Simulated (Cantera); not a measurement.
A Cantera script and what it prints.

```python
import numpy as np
import cantera as ct

gas_names = """
    Cr CrO CrO2 CrO3 O O2 O3
""".split()
cond_names = """
    Cr(cr) Cr(L) Cr2O3(s) Cr2O3(L)
""".split()


# ... load() reads the species with a 1 bar reference pressure and builds the phases ...
atoms = {
    'Cr': {'Cr': 1},
    'O2': {'O': 2},
}
top_T = {}  # K; cautious upper limits of use, not melting points


# ... equilibrate(T, P, feed) seeds the gas with the atoms and calls Mixture.equilibrate('TP', solver="vcs", rtol=1e-11, max_steps=5000) ...
results = []
feed = {'Cr': 1, 'O2': 5.5}  # mol
P = 34  # Pa
for T in [973, 1173, 1373, 1573, 1773, 1973, 2173, 2373, 2573, 2773]:
    mix = equilibrate(T, P, feed)
    results.append((T, P, feed, dict(zip(mix.species_names, mix.species_moles))))

top = {s: max(r[3][s] / sum(r[3][g] for g in gas_names) for r in results) for s in gas_names}
cols = sorted((s for s in top if top[s] > 0.0001), key=lambda s: -top[s])[:5]
seen = [c for c in cond_names if any(r[3].get(c, 0) > 1e-12 for r in results)]
print("log10 of partial pressures in bar; condensed amounts in mol")
print(f"{'T/K':>10s}" + "".join(f"{s[:9]:>10s}" for s in cols + seen))
for T, P, feed, n in results:
    ng = sum(n[g] for g in gas_names)
    print(f"{T:10.4g}" + "".join(f"{np.log10(max(n[s] / ng * P / 1e5, 1e-99)):10.3f}" for s in cols)
          + "".join(f"{n.get(c, 0):10.4g}" for c in seen))
```

Result:

```
log10 of partial pressures in bar; condensed amounts in mol
       T/K        O2         O      CrO2        Cr       CrO  Cr2O3(s)
       973    -3.469   -11.904   -18.455   -34.528   -27.064       0.5
      1173    -3.469    -9.589   -14.069   -25.804   -20.268       0.5
      1373    -3.469    -7.944   -10.984   -19.643   -15.477       0.5
      1573    -3.469    -6.715    -8.700   -15.065   -11.922       0.5
      1773    -3.471    -5.763    -6.947   -11.531    -9.184     0.499
      1973    -3.485    -5.008    -5.564    -8.714    -7.011    0.4788
      2173    -3.581    -4.434    -4.466    -6.360    -5.226    0.1612
      2373    -3.727    -3.989    -4.573    -5.353    -4.729         0
      2573    -4.010    -3.692    -5.172    -4.850    -4.738         0
      2773    -4.494    -3.559    -6.149    -4.639    -5.090         0
```

Equilibrium computed with Cantera from the NASA thermochemical tables; the gas is ideal and each condensed phase is pure.
